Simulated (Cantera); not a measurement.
A closed system holds: 1 mol PbO, 7.1 mol C, 3 mol N2, at 1573 K and 128 Torr.

Method: chemical equilibrium by Gibbs-energy minimisation in Cantera with the NASA 1993 tables (ideal gas, pure condensed phases). Candidate condensed phases: C, Pb, PbO, PbO2, Pb3O4; 27 gas species. The numbers say what is thermodynamically allowed, not how fast it happens.

Base state: N2 0.600, CO 0.200, Pb 0.200, Pb2 9.21e-5 (mole fractions); condensed: C(graphite).

What changes in the equilibrium state with this change: temperature from 1573 K to 875 K?


```tsv
species	before	after
N2	0.600	0.787
CO	0.200	0.164
CO2	2.44e-6	0.0492
Pb	0.200	3.97e-6
Pb2	9.21e-5	<1e-9
C(graphite), mol	6.10	6.29
Pb(l), mol	0	1.000
```
